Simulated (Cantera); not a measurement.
A closed system holds: 1 mol SiCl₄, 34 mol H₂, at 1323 K and 0.0330 bar.

These are equilibrium values from Cantera (NASA tables, ideal gas, pure condensed phases), not measurements of a reactor. The tables' values for SiCl₃ are old estimates; treat these amounts as uncertain. Rates play no part.

```tsv
species	before	after
H₂	0.912	0.905
HCl	0.0698	0.0740
SiCl₂	0.0146	0.0181
Si	2.69e-9	0.000134
SiH	3.42e-9	2.47e-5
SiCl₄	0.00117	1.17e-6
SiCl	1.44e-7	0.000143
SiH₂	1.03e-7	3.18e-5
H	8.34e-6	0.00227
Si(s), mol	0.340	0
Si(l), mol	0	0.329
```
Gas species are given as mole fractions.

Problem. What was changed between the two runs?
A. temperature from 1323 K to 823.15 K
B. H₂ from 34 to 66 mol
C. H₂ from 34 to 980 mol
D. temperature from 1323 K to 1823 K

Solution. D, temperature from 1323 K to 1823 K. The tables' values for SiCl, SiCl₃ are old estimates; treat these amounts as uncertain. Gases not in the tables: Si₂H₆ and higher silanes
